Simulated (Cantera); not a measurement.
## CH₃SiH₃ + H₂ (silicon carbide growth)

Input: 1 mol CH₃SiH₃, 130 mol H₂, held at 133 Pa.

These are equilibrium values from Cantera (NASA tables, ideal gas, pure condensed phases), not measurements of a reactor. Candidate condensed phases: C, C₆H₆, C₇H₈, C₈H₁₈, Si, SiC; 87 gas species. The feed counts by its element totals alone. Gases not in the tables: Si₂H₆ and higher silanes. Kinetics and transport are ignored.

```tsv
T (K)	x H₂	x H	x Si	x C₂H₂ (acetylene)	x SiC₂	x Si₂C	x SiH	x C₂H	n SiC(s)	n C(graphite)
1698	0.996	0.00395	1.92e-5	1.02e-5	2.11e-8	1.15e-7	1.09e-6	2.23e-10	0.997	0
1773	0.992	0.00776	6.72e-5	3.55e-5	2.13e-7	6.16e-7	3.02e-6	2.17e-9	0.990	0
1848	0.985	0.0144	0.000212	0.000111	1.78e-6	2.89e-6	7.67e-6	1.74e-8	0.969	0
1923	0.974	0.0255	0.000612	0.000316	1.25e-5	1.19e-5	1.80e-5	1.18e-7	0.910	0
1998	0.954	0.0429	0.00174	0.000724	7.12e-5	4.72e-5	4.22e-5	6.05e-7	0.734	0.0424
2073	0.924	0.0692	0.00532	0.00113	0.000306	0.000196	0.000107	2.02e-6	0.148	0.425
2148	0.884	0.107	0.00621	0.00169	0.000487	0.000125	0.000105	6.14e-6	0	0.362
2223	0.831	0.160	0.00603	0.00241	0.000631	5.80e-5	8.49e-5	1.71e-5	0	0.0966
2298	0.762	0.229	0.00585	0.00259	0.000638	2.51e-5	6.87e-5	3.50e-5	0	0
2373	0.677	0.315	0.00563	0.00244	0.000582	1.07e-5	5.47e-5	6.14e-5	0	0
```
x: gas mole fraction; n: condensed amount in mol.

From 1698 K to 1923 K the condensed part is SiC(s). From 1998 K to 2073 K the condensed part is C(graphite) + SiC(s). From 2148 K to 2223 K the condensed part is C(graphite). From 2298 K to 2373 K nothing is condensed. The main Si-bearing gas is Si throughout.
